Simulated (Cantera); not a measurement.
**V₂O₃ + H₂ + H₂O (hydrogen reduction and annealing atmospheres)**

Input: 1 mol V₂O₃, 900 mol H₂, 0.4 mol H₂O, held at 0.100 bar.

Equilibrium computed with Cantera from the NASA thermochemical tables; the gas is ideal and each condensed phase is pure. Candidate condensed phases: H₂O, V, VO, V₂O₃, V₂O₄, V₂O₅; 12 gas species. Mutual solubility and eutectic melting of coexisting phases are not modelled. VO: taken at fixed stoichiometry. Condensed phases not in the tables: the oxides between V₂O₃ and V₂O₅ other than VO₂. The numbers say what is thermodynamically allowed, not how fast it happens.

```
T (K)   x H₂     x H₂O       x H     x VO₂      x VO      x OH       x V  n V₂O₃(s)  n VO(s)
-----  -----  --------  --------  --------  --------  --------  --------  ---------  -------
1098   1.000  0.000444   7.82e-8    <1e-12    <1e-12    <1e-12    <1e-12       1.00        0
1198   1.000  0.000444   6.01e-7    <1e-12    <1e-12  2.11e-12    <1e-12       1.00        0
1298   0.999  0.000994   3.39e-6  5.17e-12    <1e-12  4.36e-11    <1e-12      0.505    0.989
1398   0.998   0.00155   1.50e-5  1.37e-10  2.35e-11  4.59e-10    <1e-12          0     2.00
1498   0.998   0.00155   5.43e-5   1.58e-9  5.02e-10   2.40e-9  6.80e-12          0     2.00
1598   0.998   0.00155  0.000168   1.31e-8   7.21e-9   1.02e-8  2.03e-10          0     2.00
1698   0.998   0.00155  0.000457   8.43e-8   7.45e-8   3.66e-8   3.99e-9          0     2.00
```
x: gas mole fraction; n: condensed amount in mol.

From 1098 K to 1198 K the condensed part is V₂O₃(s). At 1298 K the condensed part is VO(s) + V₂O₃(s). From 1398 K to 1698 K the condensed part is VO(s).
